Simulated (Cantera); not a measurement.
A Cantera script and what it prints.

```python
import numpy as np
import cantera as ct

gas_names = [...]  # 87 gases of nasa_gas.yaml made of C, H, Si
cond_names = """
    C(gr) C6H6(L) C7H8(L) C8H18(L),n-octa Si(cr) Si(L) SiC(b)
""".split()


# ... load() reads the species with a 1 bar reference pressure and builds the phases ...
atoms = {
    'SiH4': {'Si': 1, 'H': 4},
    'CH4': {'C': 1, 'H': 4},
    'H2': {'H': 2},
}
top_T = {'C(gr)': 4500, 'SiC(b)': 3050}  # K; cautious upper limits of use, not melting points


# ... equilibrate(T, P, feed) seeds the gas with the atoms and calls Mixture.equilibrate('TP', solver="vcs", rtol=1e-11, max_steps=5000) ...
results = []
feed = {'SiH4': 1, 'CH4': 0.11, 'H2': 430}  # mol
P = 400  # Pa
for T in [948, 1098, 1248, 1398, 1548, 1698, 1848, 1998, 2148, 2298, 2448, 2598]:
    mix = equilibrate(T, P, feed)
    results.append((T, P, feed, dict(zip(mix.species_names, mix.species_moles))))

top = {s: max(r[3][s] / sum(r[3][g] for g in gas_names) for r in results) for s in gas_names}
cols = sorted((s for s in top if top[s] > 1e-05), key=lambda s: -top[s])[:6]
seen = [c for c in cond_names if any(r[3].get(c, 0) > 1e-12 for r in results)]
print("log10 of partial pressures in bar; condensed amounts in mol")
print(f"{'T/K':>10s}" + "".join(f"{s[:9]:>10s}" for s in cols + seen))
for T, P, feed, n in results:
    ng = sum(n[g] for g in gas_names)
    print(f"{T:10.4g}" + "".join(f"{np.log10(max(n[s] / ng * P / 1e5, 1e-99)):10.3f}" for s in cols)
          + "".join(f"{n.get(c, 0):10.4g}" for c in seen))
```

Output:

```
log10 of partial pressures in bar; condensed amounts in mol
       T/K        H2         H        Si C2H2,acet       SiH      Si2C    Si(cr)     Si(L)    SiC(b)
       948    -2.398   -10.479   -17.035   -19.223   -16.173   -22.915    0.8901         0    0.1099
      1098    -2.398    -8.806   -13.665   -16.430   -13.378   -18.394    0.8901         0    0.1099
      1248    -2.398    -7.530   -11.110   -14.314   -11.262   -14.974      0.89         0      0.11
      1398    -2.398    -6.524    -9.108   -12.655    -9.605   -12.301    0.8898         0      0.11
      1548    -2.398    -5.711    -7.498   -11.320    -8.274   -10.157    0.8848         0      0.11
      1698    -2.399    -5.039    -6.183   -10.208    -7.190    -8.407         0    0.8047    0.1095
      1848    -2.402    -4.477    -5.203    -9.042    -6.405    -7.069         0    0.1257    0.1005
      1998    -2.410    -4.000    -5.098    -6.605    -6.470    -6.664         0         0   0.02537
      2148    -2.428    -3.594    -5.070    -6.369    -6.593    -7.365         0         0         0
      2298    -2.465    -3.251    -5.079    -6.367    -6.745    -8.133         0         0         0
      2448    -2.535    -2.969    -5.106    -6.404    -6.917    -8.848         0         0         0
      2598    -2.657    -2.748    -5.151    -6.503    -7.119    -9.525         0         0         0
```

Cantera equilibrium calculation (NASA polynomials, part measured and part estimated; ideal gas, pure solids and liquids). Mutual solubility and eutectic melting of coexisting phases are not modelled. Gases not in the tables: Si2H6 and higher silanes.
